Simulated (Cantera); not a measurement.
A closed system holds: 1 mol BN, 4.3 mol H2, equilibrated at 5.20 Pa.

Cantera equilibrium calculation (NASA polynomials, part measured and part estimated; ideal gas, pure solids and liquids). Candidate condensed phases: B, BN; 15 gas species. Rates play no part. All values below are at 2700 K.

Base state: H 0.838, B 0.100, N2 0.0500, H2 0.0113, N 5.04e-5, BN 4.53e-5, BH 2.60e-5 (mole fractions); condensed: gas only.

### Question
What changes in the equilibrium state with this change: BN replaced by AlN?

### Answer
```
species   before    after
-------  -------  -------
H          0.838    0.838
Al             0    0.100
N2        0.0500   0.0500
B          0.100        0
BN       4.53e-5        0
H2        0.0113   0.0113
BH       2.60e-5        0
N        5.04e-5  5.04e-5
```
Further candidate phases: Al, AlN.
